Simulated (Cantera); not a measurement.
What does this Cantera script print?

```python
import numpy as np
import cantera as ct

gas = ct.Solution("gri30.yaml")
gas.TPX = 1375, 30000, {'H2': 1.4, 'O2': 1, 'N2': 7.5}
reactor = ct.IdealGasConstPressureReactor(gas, energy="off", clone=False)
net = ct.ReactorNet([reactor])
net.rtol, net.atol = 1e-08, 1e-18
show = ['H2', 'O2', 'HO2', 'H2O', 'N2O']
times = np.geomspace(2e-05, 3, 15)

steps = ct.SolutionArray(gas, extra=["t"])
rows = []
print(f"{'t/s':>10s}{'T/K':>9s}{'P/Pa':>11s}" + "".join(f"{s:>11s}" for s in show))
for t in times:
    while net.time < t:
        t_next = net.step()
        steps.append(gas.state, t=t_next)
    rows.append([np.interp(t, steps.t, y) for y in (steps.T, steps.P, *steps(*show).X.T)])
    print(f"{t:10.3e}{rows[-1][0]:9.1f}{rows[-1][1]:11.4g}" + "".join(f"{x:11.3e}" for x in rows[-1][2:]))
rate = np.gradient(steps.T, steps.t)
print("integrator steps:", len(steps.t))
if steps.T.max() > steps.T[0] + 200:
    print(f"time of steepest temperature rise: {steps.t[rate.argmax()]:.4e} s")
gas.TPX = 1375, 30000, {'H2': 1.4, 'O2': 1, 'N2': 7.5}
gas.equilibrate("TP")
print(f"equilibrium (TP): T = {gas.T:.1f} K  " + "  ".join(f"{s} {gas[s].X[0]:.3e}" for s in show))
```

Result:

```
       t/s      T/K       P/Pa         H2         O2        HO2        H2O        N2O
 2.000e-05   1375.0      3e+04  1.414e-01  1.010e-01  1.106e-07  4.100e-07  7.326e-14
 4.685e-05   1375.0      3e+04  1.414e-01  1.010e-01  5.768e-07  2.408e-05  2.229e-12
 1.098e-04   1375.0      3e+04  6.086e-02  6.543e-02  9.638e-06  5.648e-02  6.959e-09
 2.572e-04   1375.0      3e+04  1.592e-02  4.164e-02  8.150e-06  1.069e-01  2.847e-08
 6.024e-04   1375.0      3e+04  9.651e-03  3.678e-02  7.749e-06  1.304e-01  3.689e-08
 1.411e-03   1375.0      3e+04  3.426e-03  3.349e-02  6.549e-06  1.456e-01  5.650e-08
 3.306e-03   1375.0      3e+04  7.042e-04  3.260e-02  3.812e-06  1.508e-01  8.923e-08
 7.746e-03   1375.0      3e+04  1.190e-04  3.253e-02  1.159e-06  1.518e-01  1.172e-07
 1.815e-02   1375.0      3e+04  2.418e-05  3.256e-02  2.891e-07  1.521e-01  1.314e-07
 4.251e-02   1375.0      3e+04  6.463e-06  3.257e-02  8.521e-08  1.521e-01  1.333e-07
 9.960e-02   1375.0      3e+04  2.164e-06  3.258e-02  3.322e-08  1.521e-01  1.209e-07
 2.333e-01   1375.0      3e+04  9.015e-07  3.259e-02  1.958e-08  1.522e-01  8.867e-08
 5.466e-01   1375.0      3e+04  5.357e-07  3.259e-02  1.685e-08  1.522e-01  4.245e-08
 1.281e+00   1375.0      3e+04  4.755e-07  3.259e-02  1.657e-08  1.522e-01  1.308e-08
 3.000e+00   1375.0      3e+04  4.738e-07  3.259e-02  1.656e-08  1.522e-01  9.052e-09
integrator steps: 1838
equilibrium (TP): T = 1375.0 K  H2 4.746e-07  O2 3.248e-02  HO2 1.652e-08  H2O 1.522e-01  N2O 9.018e-09
```

Detailed kinetics in Cantera: GRI-Mech 3.0 (53 species, 325 reactions). The temperature is held fixed by assumption; the heat of reaction is taken as removed at once.
